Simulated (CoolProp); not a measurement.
A single-stage vapour-compression cycle with R115: evaporating at 236.15 K (dew point), condensing at 260.15 K (bubble point), superheat 2 K, subcooling 0 K, compressor efficiency 0.75, no pressure losses. Each further row changes one setting.

Model: reference Helmholtz-energy equation of state, Lemmon 2016, in CoolProp.

| case | cooling COP | pressure ratio | discharge temperature (K) | refrigerating effect (kJ/kg) | volumetric capacity (kJ/m³) |
|---|---|---|---|---|---|
| as stated | 6.54 | 2.56 | 265.5 | 103 | 937 |
| evaporating temperature 241.15 K | 8.64 | 2.07 | 264.5 | 105 | 1180 |
| condensing temperature 255.15 K | 8.50 | 2.14 | 260.1 | 108 | 982 |
| subcooling 5 K | 6.85 | 2.56 | 265.5 | 108 | 982 |
| superheat 12 K | 6.63 | 2.56 | 275.8 | 109 | 951 |
| compressor efficiency 0.65 | 5.67 | 2.56 | 268.9 | 103 | 937 |
